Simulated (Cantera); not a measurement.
An adiabatic, constant-volume homogeneous reactor starts with CO : H2 : CH4 : O2 : N2 = 1 : 0.37 : 0.06 : 1.12 : 4.2 (molar parts), equivalence ratio 0.72, at 1048 K and 1800 Torr. Integrator tolerance rtol = 1e-08.

Cantera simulation using GRI-Mech 3.0 (53 species, 325 reactions); the numbers are that mechanism's predictions, not measurements.

### Question
What does this change do: CO 1 to 2.8 parts?

### Answer
| quantity | before | after |
|---|---|---|
| time of steepest temperature rise | 0.440 ms | 0.410 ms |
| temperature at 0.700 s | 2741 K | 2930 K |
| equilibrium temperature | 2741 K | 2930 K |
| x(CO) at 0.700 s | 0.0299 (gas-phase equilibrium 0.0299) | 0.182 (gas-phase equilibrium 0.182) |
| x(H2) at 0.700 s | 0.00219 (gas-phase equilibrium 0.00219) | 0.00666 (gas-phase equilibrium 0.00666) |
| x(CH4) at 0.700 s | <1e-12 (gas-phase equilibrium <1e-12) | <1e-12 (gas-phase equilibrium <1e-12) |
| x(CH3) at 0.700 s | <1e-12 (gas-phase equilibrium <1e-12) | <1e-12 (gas-phase equilibrium <1e-12) |
| x(OH) at 0.700 s | 0.0111 (gas-phase equilibrium 0.0111) | 0.00984 (gas-phase equilibrium 0.00984) |
| x(H2O2) at 0.700 s | 4.47e-7 (gas-phase equilibrium 4.47e-7) | 2.03e-7 (gas-phase equilibrium 2.03e-7) |
| x(CH2) at 0.700 s | <1e-12 (gas-phase equilibrium <1e-12) | <1e-12 (gas-phase equilibrium <1e-12) |
